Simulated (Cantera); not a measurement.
A closed system holds: 1 mol C2H4, 1.5 mol H2O, 0.041 mol CO2, equilibrated at 13.3 mbar.

Method: chemical equilibrium by Gibbs-energy minimisation in Cantera with the NASA 1993 tables (ideal gas, pure condensed phases). Candidate condensed phases: C, C6H6, C7H8, C8H18, H2O; 110 gas species. Rates play no part.

Q: At 1702 °C, list the 4 most abundant gas species with their mole fractions, and the condensed phases.

A: H2 0.680, CO 0.310, H 0.00977, C2H2 (acetylene) 0.000442. Condensed: C(graphite).
